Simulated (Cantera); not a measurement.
Reactions in the system C-H-O-Ti

Source: NASA polynomial tables (part measured, part estimated), evaluated in Cantera. Values are per mole of reaction as written; species without (g) are pure solids or liquids, kept so even where they would boil at 1 bar.

C₆H₆(g) + 12 Ti₃O₅ + 6 H₂O(g) = 3 C₂H₅OH(g) + 9 Ti₄O₇

| T (K) | ΔH° (kJ) | ΔS° (J/K) | ΔG° (kJ) | log10 K |
|---|---|---|---|---|
| 850 | -596.0 | -649.4 | -44.1 | 2.71 |
| 900 | -589.2 | -641.5 | -11.8 | 0.69 |
| 950 | -582.7 | -634.5 | 20.1 | -1.10 |
| 1000 | -576.7 | -628.4 | 51.7 | -2.70 |
| 1050 | -571.4 | -623.2 | 82.9 | -4.13 |
| 1100 | -566.9 | -619.0 | 114.0 | -5.41 |
| 1150 | -563.2 | -615.7 | 144.9 | -6.58 |
| 1200 | -560.2 | -613.2 | 175.6 | -7.64 |
